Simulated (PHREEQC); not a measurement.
# City or well water (model solution)

Model water analysis in mg/kgw, 25 °C, pH 6.82, pe 0.4:

| constituent | mg/kgw |
|---|---|
| Na | 168 |
| K | 0.0407 |
| Ca | 48.5 |
| Mg | 31.6 |
| Cl | 243 |
| S(6) as SO4 | 42 |
| Alkalinity as HCO3 | 264 |
| Br | 2.92 |

Na is adjusted to close the charge balance.
Valence states are taken as typed.

All values are PHREEQC results (ion-association model, phreeqc.dat), not measurements.

No solid was allowed to form.

Q: What specific conductance does the model give?

A: specific conductance 1250 µS/cm.

Q: In which forms is Mg present?

A: Mg+2 94 %, MgSO4 3.1 %, MgHCO3+ 3.0 % of the Mg.
